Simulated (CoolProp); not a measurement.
Properties of octamethylcyclotetrasiloxane (D4) along the isobar 2970 kPa (Tc = 313.4 °C, pc = 1347 kPa, ω = 0.598).

Model: reference Helmholtz-energy equation of state, Thol 2015, in CoolProp.

```
T (°C)   phase  cp (kJ/(kg K))  cv (kJ/(kg K))  speed of sound (m/s)  isothermal compressibility (1/MPa)  fugacity coefficient
------  ------  --------------  --------------  --------------------  ----------------------------------  --------------------
29.25   liquid           1.675           1.384                 921.8                            0.001499              8.930e-5
47.45   liquid           1.706           1.418                 863.8                            0.001733             0.0002955
65.75   liquid           1.740           1.456            (withheld)                            0.002015             0.0008318
83.95   liquid           1.776           1.496                 753.6                            0.002352              0.002026
102.25  liquid           1.814           1.538                 701.3                          (withheld)              0.004410
120.45  liquid           1.854           1.581                 651.1                            0.003267              0.008668
138.65  liquid      (withheld)           1.624                 602.7                            0.003891               0.01568
156.95  liquid           1.936           1.668                 555.7                            0.004681               0.02649
175.15  liquid           1.978      (withheld)                 510.4                            0.005687               0.04196
193.45  liquid           2.020           1.754            (withheld)                            0.007009               0.06317
211.65  liquid           2.063           1.795                 423.0                            0.008770               0.09058
229.95  liquid           2.107           1.836                 380.6                             0.01122                0.1249
248.15  liquid           2.153           1.876                 339.1                          (withheld)                0.1659
```

### Question
Some entries are withheld; supply them.

### Answer

- 65.75, speed of sound (m/s): 807.5
- 102.25, isothermal compressibility (1/MPa): 0.002764
- 138.65, cp (kJ/(kg K)): 1.894
- 175.15, cv (kJ/(kg K)): 1.711
- 193.45, speed of sound (m/s): 466.1
- 248.15, isothermal compressibility (1/MPa): 0.01471
